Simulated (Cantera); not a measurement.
A perfectly stirred reactor is fed with CH4 : O2 : N2 : H2O = 1 : 3.92 : 14.7 : 3.3 (molar parts), equivalence ratio 0.51, at 1950 Torr; it is adiabatic with a 400 K inlet, and is followed from long to short residence time, starting on the burning branch (τ in s: 0.021, 0.0075, 0.0027, 0.00097, 0.00035, 0.00012, 4.4e-05, 1.6e-05, 5.7e-06).

Cantera simulation using GRI-Mech 3.0 (53 species, 325 reactions); the numbers are that mechanism's predictions, not measurements.

Problem. What does this change do: N2 14.7 to 19 parts?

Solution. 
```tsv
quantity	before	after
blow-out, bracketed by the residence times tried	burning at 21.0 ms, out at 7.50 ms	not reached
x(CH4) at τ = 21.0 ms	0.000442	0.0367
x(O2) at τ = 21.0 ms	0.0864	0.144
x(H2O) at τ = 21.0 ms	0.230	0.121
x(CH2CO) at τ = 21.0 ms	5.52e-6	<1e-12
x(NO) at τ = 21.0 ms	4.37e-8	<1e-12
x(CH4) at τ = 0.350 ms	0.0436	0.0367
x(O2) at τ = 0.350 ms	0.171	0.144
x(H2O) at τ = 0.350 ms	0.144	0.121
x(CH2CO) at τ = 0.350 ms	<1e-12	<1e-12
x(NO) at τ = 0.350 ms	<1e-12	<1e-12
state	not reached	not burning at any residence time tried
```

Problem. What does this change do: inlet temperature 400 to 523 K?

Solution. 
```
quantity                                                                      before                               after
------------------------------------------------  ----------------------------------  ----------------------------------
blow-out, bracketed by the residence times tried  burning at 21.0 ms, out at 7.50 ms  burning at 7.50 ms, out at 2.70 ms
x(CH4) at τ = 21.0 ms                                                       0.000442                             9.35e-5
x(O2) at τ = 21.0 ms                                                          0.0864                              0.0843
x(H2O) at τ = 21.0 ms                                                          0.230                               0.231
x(CH2CO) at τ = 21.0 ms                                                      5.52e-6                             3.03e-7
x(NO) at τ = 21.0 ms                                                         4.37e-8                             2.54e-7
x(CH4) at τ = 0.350 ms                                                        0.0436                              0.0436
x(O2) at τ = 0.350 ms                                                          0.171                               0.171
x(H2O) at τ = 0.350 ms                                                         0.144                               0.144
x(CH2CO) at τ = 0.350 ms                                                      <1e-12                              <1e-12
x(NO) at τ = 0.350 ms                                                         <1e-12                              <1e-12
```
